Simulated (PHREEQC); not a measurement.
PHREEQC input (ion-association model, wateq4f.dat):

```
PHASES
  Fix_H+
    H+ = H+
    -log_k 0
SOLUTION 1
  temp 25
  units mol/kgw
  pH 7 charge
  Cl 0.03
  Na 0.03
END
SELECTED_OUTPUT 1
  -reset false
  -pH true
  -pe true
  -ionic_strength true
  -water true
  -totals Ca Cl F Na
  -molalities H+ Ca+2 Cl- F- Na+ CaOH+ O2 OH- CaF+ HF
    HF2- H2F2 NaF
  -equilibrium_phases Fluorite
  -saturation_indices Portlandite Halite
PRINT
  -reset false
USE solution 1
EQUILIBRIUM_PHASES 1
  Fix_H+ -3 HCl 10
    -force_equality true
  Fluorite 0 0.1
  O2(g) -0.68 10
END
# ... the last block is repeated for the other 16 points of pH, with NaOH or the acid as the point needs
```

Selected output (columns that matter, 17 of 17 rows; pH added in front):

```
pH	mu	Ca	Cl	F	Na	m_H+	m_Ca+2	m_Cl-	m_F-	m_Na+	m_CaOH+	Fluorite	si_Portlandite	si_Halite
3	0.032473	0.00044388	0.031639	0.00088777	0.03	0.0011481	0.0004431	0.031639	0.00039102	0.029995	4.5241e-14	0.099556	-20.433	-4.7523
3.56	0.031251	0.00031397	0.030475	0.00062794	0.03	0.00031566	0.00031331	0.030475	0.00046161	0.029994	1.1696e-13	0.099686	-19.459	-4.7663
4.12	0.030901	0.00027363	0.030134	0.00054725	0.03	8.6895e-05	0.00027301	0.030134	0.00049345	0.029994	3.708e-13	0.099726	-18.398	-4.7705
4.69	0.030802	0.00026191	0.030036	0.00052382	0.03	2.3385e-05	0.00026131	0.030036	0.00050407	0.029994	1.3194e-12	0.099738	-17.277	-4.7718
5.25	0.030775	0.00025874	0.03001	0.00051749	0.03	6.4405e-06	0.00025814	0.03001	0.00050707	0.029994	4.733e-12	0.099741	-16.162	-4.7721
5.81	0.030768	0.00025787	0.030003	0.00051573	0.03	1.7738e-06	0.00025727	0.030003	0.00050791	0.029994	1.7127e-11	0.099742	-15.043	-4.7722
6.38	0.030766	0.00025762	0.030001	0.00051525	0.03	4.7743e-07	0.00025702	0.030001	0.00050814	0.029994	6.3573e-11	0.099742	-13.904	-4.7722
6.94	0.030765	0.00025756	0.03	0.00051512	0.03	1.315e-07	0.00025696	0.03	0.0005082	0.029994	2.3076e-10	0.099742	-12.784	-4.7722
7.5	0.030766	0.00025754	0.03	0.00051508	0.03	3.6217e-08	0.00025694	0.03	0.00050822	0.029994	8.3779e-10	0.099742	-11.664	-4.7722
8.06	0.030766	0.00025754	0.03	0.00051508	0.030001	9.975e-09	0.00025694	0.03	0.00050823	0.029995	3.0417e-09	0.099742	-10.544	-4.7722
8.62	0.03077	0.00025754	0.03	0.00051509	0.030005	2.7473e-09	0.00025693	0.03	0.00050825	0.029999	1.1044e-08	0.099742	-9.4238	-4.7722
9.19	0.030784	0.00025757	0.03	0.00051514	0.030018	7.3947e-10	0.00025693	0.03	0.00050829	0.030012	4.1027e-08	0.099742	-8.2839	-4.772
9.75	0.030832	0.00025766	0.03	0.00051532	0.030067	2.0368e-10	0.00025691	0.03	0.00050846	0.030061	1.4891e-07	0.099742	-7.1641	-4.7714
10.31	0.031008	0.00025798	0.03	0.00051597	0.030243	5.6113e-11	0.00025685	0.03	0.00050908	0.030237	5.3995e-07	0.099742	-6.0448	-4.7692
10.88	0.03167	0.0002592	0.03	0.0005184	0.030904	1.5117e-11	0.00025661	0.03	0.00051137	0.030898	1.9966e-06	0.099741	-4.9074	-4.761
11.44	0.034069	0.00026351	0.03	0.00052702	0.0333	4.1774e-12	0.00025579	0.03	0.00051945	0.033293	7.1298e-06	0.099736	-3.7965	-4.7329
12	0.042968	0.00027829	0.03	0.00055659	0.042192	1.1629e-12	0.00025319	0.03	0.00054702	0.042183	2.4518e-05	0.099722	-2.7062	-4.6443
```
